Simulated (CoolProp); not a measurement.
Saturation properties of oxygen.

The numbers come from the reference Helmholtz-energy equation of state, Schmidt 1985 in CoolProp.

```tsv
T (K)	p (MPa)	vapour density (kg/m³)	surface tension (mN/m)
79.9	0.02972	1.450	15.8
86.4	0.06692	3.053	14.1
92.9	0.1334	5.750	12.5
99.4	0.2414	9.946	10.9
105.9	0.4050	16.12	9.33
112.4	0.6389	24.84	7.83
118.9	0.9586	36.88	6.38
125.4	1.380	53.27	4.99
131.9	1.920	75.68	3.66
138.5	2.609	107.6	2.40
```

It boils at 90.2 K under 1 atm.

Surface tension comes from a separate correlation (Mulero 2012).
